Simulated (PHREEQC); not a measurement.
Make-up at 25 °C: 0.029 mol H2SO4, 0.069 mol CuSO4 and 6.8e-05 mol KCl per kg of water. Closed to the air; pH follows from the charge balance.

The numbers come from PHREEQC with the ion-association model, phreeqc.dat.

Problem. The ionic strength comes out as 0.183 mol/kgw. What activity coefficients do K+, CuCl+, SO4-2, Cu+2, KSO4- get?

Solution. K+ 0.72, CuCl+ 0.72, SO4-2 0.30, Cu+2 0.34, KSO4- 0.75.

This is a speciation only: nothing precipitates in the calculation.
